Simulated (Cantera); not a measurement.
Source: NASA polynomial tables (part measured, part estimated), evaluated in Cantera. Values are per mole of reaction as written; species without (g) are pure solids or liquids, kept so even where they would boil at 1 bar.

3 H(g) + AlI₃(g) = Al + 3 HI(g), with ΔH° = -381.7 kJ and ΔS° = -69.9 J/K at 300 K.

Problem. How far is the shortcut ΔG° ≈ ΔH°(300 K) − T·ΔS°(300 K) from the full temperature-dependent value at 1700, 1900, 2100, 2300, 2500, 2700, 2900 K?

Solution. 
```
T (K)  shortcut (kJ)  full (kJ)  difference (kJ)  difference in log10 K  condensed phases
-----  -------------  ---------  ---------------  ---------------------  ----------------
1700          -262.9     -236.3            -26.5                   0.81             Al(l)
1900          -248.9     -217.9            -31.0                   0.85             Al(l)
2100          -234.9     -199.3            -35.6                   0.89             Al(l)
2300          -220.9     -180.7            -40.2                   0.91             Al(l)
2500          -207.0     -162.0            -44.9                   0.94             Al(l)
2700          -193.0     -143.3            -49.6                   0.96             Al(l)
2900          -179.0     -124.6            -54.4                   0.98             Al(l)
```
The shortcut ignores heat capacities and the phase changes listed.
